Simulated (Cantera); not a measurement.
**Ignition delay**

Mixture: 25.4 % H₂, 15.7 % O₂, 58.9 % N₂, equivalence ratio 0.81, at 4430 Torr, adiabatic and at constant volume. Ignition delay is the time to a rise of 400 K.

Detailed kinetics in Cantera: the H2/O2 subset of GRI-Mech 3.0, which has no nitrogen chemistry. The hydrogen kinetics of GRI-Mech 3.0 are dated; newer H2 mechanisms differ, most at raised pressure.

| T0 (K) | delay (ms) |
|---|---|
| 1025 | 5.65 |
| 1100 | 0.684 |
| 1175 | 0.0280 |
| 1250 | 0.00861 |
| 1325 | 0.00494 |
| 1400 | 0.00337 |

The apparent activation energy between 1250 and 1400 K comes out as 91 kJ/mol.
